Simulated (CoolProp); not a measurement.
Properties of toluene at several states (Tc = 318.6 °C, pc = 4.126 MPa, ω = 0.266).

Model: reference Helmholtz-energy equation of state, Lemmon 2006, in CoolProp. It is a short technical equation, of lower accuracy than the large ones.

```json
[
 {"T (°C)": "60.15", "p (MPa)": "5.8", "phase": "liquid", "density (kg/m³)": "___", "Joule-Thomson coefficient (K/MPa)": "___", "isothermal compressibility (1/MPa)": "0.001114", "conductivity (mW/(m K))": "123"},
 {"T (°C)": "192.45", "p (MPa)": "0.384", "phase": "gas", "density (kg/m³)": "9.950", "Joule-Thomson coefficient (K/MPa)": "18.28", "isothermal compressibility (1/MPa)": "2.855", "conductivity (mW/(m K))": "25.8"},
 {"T (°C)": "-82.85", "p (MPa)": "1.76", "phase": "liquid", "density (kg/m³)": "___", "Joule-Thomson coefficient (K/MPa)": "-0.5709", "isothermal compressibility (1/MPa)": "___", "conductivity (mW/(m K))": "157"},
 {"T (°C)": "227.05", "p (MPa)": "0.0107", "phase": "gas", "density (kg/m³)": "0.2374", "Joule-Thomson coefficient (K/MPa)": "___", "isothermal compressibility (1/MPa)": "93.61", "conductivity (mW/(m K))": "___"}
]
```

### Question
Some entries are withheld; supply them.

### Answer

- 60.15, density (kg/m³): 834.6
- 60.15, Joule-Thomson coefficient (K/MPa): -0.4179
- -82.85, density (kg/m³): 963.6
- -82.85, isothermal compressibility (1/MPa): 0.0004446
- 227.05, Joule-Thomson coefficient (K/MPa): 12.59
- 227.05, conductivity (mW/(m K)): 29.8

Thermal conductivity comes from a separate model (Assael 2012).
